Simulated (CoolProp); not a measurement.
Saturation properties of R245fa.

The numbers come from the reference Helmholtz-energy equation of state, Akasaka 2015 in CoolProp.

```tsv
T (°C)	p (MPa)	vapour density (kg/m³)	liquid cp (kJ/(kg K))	liquid viscosity (µPa s)
-33.25	0.009037	(withheld)	(withheld)	852
-26.85	0.01331	0.8796	1.212	773
-20.45	0.01913	1.237	(withheld)	705
-14.05	0.02692	1.703	1.235	645
-7.65	0.03714	2.303	1.247	(withheld)
-1.25	0.05031	(withheld)	1.259	544
5.15	(withheld)	4.009	1.272	502
11.55	0.08790	5.176	1.286	464
```

Question: Complete the blanks.

Answer: 
- -33.25, vapour density (kg/m³): 0.6118
- -33.25, liquid cp (kJ/(kg K)): 1.202
- -20.45, liquid cp (kJ/(kg K)): 1.223
- -7.65, liquid viscosity (µPa s): 592
- -1.25, vapour density (kg/m³): 3.062
- 5.15, p (MPa): 0.06701

It boils at 15.0 °C under 1 atm.

Viscosity comes from a separate model (Bell 2016), an estimate that may be off by 10 % or more.
